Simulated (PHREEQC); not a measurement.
Model water analysis in mmol/kgw, 47 °C, pH 6.09, pe -0.2: Na 0.00545; K 0.00103; Ca 0.00104; Mg 0.00314; Cl 0.00455; S(6) 0.000249; Alkalinity (meq/kgw) 0.00902; Zn 4.63e-06; Li 0.000251.

Valence states are taken as typed.

Computed with PHREEQC (ion-association model, phreeqc.dat).

```
Quantity                        Value
--------------------  ---------------
ionic strength        1.98e-5 mol/kgw
charge-balance error            3.4 %
```

```csv
species,molality,activity,log γ
CO2,1.53e-5,1.53e-5,0.000
HCO3-,9.78e-6,9.73e-6,-0.002
Na+,5.45e-6,5.42e-6,-0.002
Cl-,4.55e-6,4.52e-6,-0.002
Mg+2,3.14e-6,3.07e-6,-0.009
Ca+2,1.04e-6,1.02e-6,-0.009
K+,1.03e-6,1.02e-6,-0.002
H+,8.17e-7,8.13e-7,-0.002
Li+,2.51e-7,2.50e-7,-0.002
SO4-2,2.49e-7,2.43e-7,-0.009
OH-,5.65e-8,5.62e-8,-0.002
Zn+2,4.59e-9,4.50e-9,-0.009
```

No solid was allowed to form. Complexes and solids missing from the database can't appear. Constants without temperature data keep their 25 °C values here.
